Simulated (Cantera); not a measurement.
## Adiabatic ignition

An adiabatic, constant-volume homogeneous reactor starts with 10.8 % CH₄, 10.8 % O₂, 69.0 % N₂, 9.48 % CO₂, at 1000 K and 4.93 atm.

Detailed kinetics in Cantera: GRI-Mech 3.0 (53 species, 325 reactions).

| t (s) | T (K) | P (bar) | x CH₄ | x O₂ | x CO₂ | x C₂H₂ | x C₂H₆ |
|---|---|---|---|---|---|---|---|
| 8.00e-6 | 1000 | 5.00 | 0.108 | 0.108 | 0.0948 | <1e-12 | <1e-12 |
| 2.97e-5 | 1000 | 5.00 | 0.108 | 0.108 | 0.0948 | <1e-12 | <1e-12 |
| 0.000110 | 1000 | 5.00 | 0.108 | 0.108 | 0.0948 | <1e-12 | <1e-12 |
| 0.000410 | 1000 | 5.00 | 0.108 | 0.108 | 0.0948 | <1e-12 | 1.40e-11 |
| 0.00152 | 1000 | 5.00 | 0.108 | 0.108 | 0.0948 | <1e-12 | 1.04e-9 |
| 0.00566 | 1000 | 5.00 | 0.108 | 0.108 | 0.0948 | <1e-12 | 9.17e-8 |
| 0.0210 | 1000 | 5.00 | 0.108 | 0.108 | 0.0948 | <1e-12 | 1.18e-6 |
| 0.0780 | 1000 | 5.00 | 0.108 | 0.108 | 0.0948 | 3.42e-12 | 7.42e-6 |
| 0.290 | 1004 | 5.02 | 0.107 | 0.107 | 0.0948 | 1.00e-9 | 9.69e-5 |
| 1.08 | 1902 | 10.5 | 3.08e-9 | 5.92e-9 | 0.0562 | <1e-12 | <1e-12 |
| 4.00 | 1902 | 10.5 | 3.08e-9 | 5.92e-9 | 0.0562 | <1e-12 | <1e-12 |
x: mole fraction; the columns are a selection and need not sum to one.

```
Quantity                                                             Value
---------------------------------  ---------------------------------------
time of steepest temperature rise                                  0.437 s
temperature at 4.00 s                                               1902 K
equilibrium temperature                                             1902 K
x(CH₄) at 4.00 s                   3.08e-9 (gas-phase equilibrium 3.35e-9)
x(O₂) at 4.00 s                    5.92e-9 (gas-phase equilibrium 5.92e-9)
x(CO₂) at 4.00 s                     0.0562 (gas-phase equilibrium 0.0562)
```
